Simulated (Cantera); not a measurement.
**Silicon oxide and oxynitride deposition: TEOS + NO + N₂**

Input: 1 mol TEOS, 7.9 mol NO, 5.9 mol N₂, equilibrated at 0.100 bar.

Method: chemical equilibrium by Gibbs-energy minimisation in Cantera with the NASA 1993 tables (ideal gas, pure condensed phases). Candidate condensed phases: C, C₆H₆, C₇H₈, C₈H₁₈, H₂O, Si, SiC, SiO₂, Si₂N₂O, Si₃N₄; 151 gas species. The feed counts by its element totals alone. Equilibrium is a limit: real reactors are often held back by kinetics, nucleation or transport.

```csv
T (°C),x N₂,x H₂,x H₂O,x CO₂,x CO,x CH₄,x NH₃,n C(graphite),n SiO₂(α-quartz)
252,0.490,0.0292,0.300,0.0963,0.000108,0.0842,6.23e-5,4.37,1.00
277,0.486,0.0441,0.285,0.102,0.000273,0.0824,6.82e-5,4.26,1.00
302,0.481,0.0636,0.268,0.107,0.000641,0.0784,7.24e-5,4.18,1.00
327,0.475,0.0876,0.250,0.113,0.00140,0.0724,7.44e-5,4.13,1.00
352,0.468,0.116,0.230,0.119,0.00288,0.0646,7.39e-5,4.08,1.00
377,0.460,0.146,0.209,0.124,0.00558,0.0558,7.11e-5,4.03,1.00
402,0.450,0.179,0.186,0.128,0.0103,0.0465,6.63e-5,3.95,1.00
427,0.441,0.210,0.162,0.131,0.0180,0.0375,5.99e-5,3.82,1.00
452,0.430,0.239,0.139,0.132,0.0302,0.0294,5.26e-5,3.62,1.00
477,0.420,0.265,0.116,0.129,0.0481,0.0224,4.52e-5,3.32,1.00
502,0.408,0.286,0.0944,0.121,0.0730,0.0168,3.79e-5,2.90,1.00
527,0.396,0.303,0.0745,0.109,0.105,0.0123,3.14e-5,2.36,1.00
```
x: gas mole fraction; n: condensed amount in mol.

From 252 °C to 527 °C the condensed part is C(graphite) + SiO₂(α-quartz).
